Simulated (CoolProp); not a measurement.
Vapour-liquid equilibrium of m-xylene (1) + n-nonane (2) at 797 kPa; x and y are mole fractions of (1).

Values from CoolProp's multi-fluid Helmholtz-energy mixture model, Zhou 2012 and Lemmon 2006; pair parameters Bell 2016.

Q: Give the bubble temperature and the first vapour's composition at x = 0.05, 0.2, 0.35. Is there an azeotrope?

A: x = 0.05: 521.9 K, y = 0.066; x = 0.2: 518.2 K, y = 0.244; x = 0.35: 515.2 K, y = 0.401. No azeotrope shows between x = 0.05 and 0.95.

The pair parameters rest on a limited set of measurements; away from them the model extrapolates.
